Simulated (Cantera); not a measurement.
Input: 1 mol c-C4F8, 0.048 mol HCl, 0.21 mol H2, equilibrated at 2098 K and 0.00370 bar.

Method: chemical equilibrium by Gibbs-energy minimisation in Cantera with the NASA 1993 tables (ideal gas, pure condensed phases). Candidate condensed phases: C, C6H6, C7H8, C8H18; 118 gas species. The feed counts by its element totals alone. Gases not in the tables: C2F6 and larger saturated fluorocarbons. Equilibrium is a limit: real reactors are often held back by kinetics, nucleation or transport.

Base state: CF4 0.420, CF2 0.257, F 0.148, HF 0.148, Cl 0.0151, CF3 0.0115, CF 0.00109, CClF3 1.42e-5 (mole fractions); condensed: C(graphite).

Task: What changes in the equilibrium state with this change: HCl from 0.048 to 2.7 mol?

Result: 
```json
[
 {"species": "HF", "before": "0.148", "after": "0.387"},
 {"species": "Cl", "before": "0.0151", "after": "0.334"},
 {"species": "CF2", "before": "0.257", "after": "0.107"},
 {"species": "CF4", "before": "0.420", "after": "0.0723"},
 {"species": "CF3", "before": "0.0115", "after": "0.00308"},
 {"species": "F", "before": "0.148", "after": "0.0951"},
 {"species": "Cl2", "before": "7.59e-7", "after": "0.000370"},
 {"species": "HCl", "before": "1.23e-5", "after": "0.00111"},
 {"species": "ClF", "before": "1.33e-5", "after": "0.000189"},
 {"species": "C(graphite), mol", "before": "1.81", "after": "2.53"}
]
```
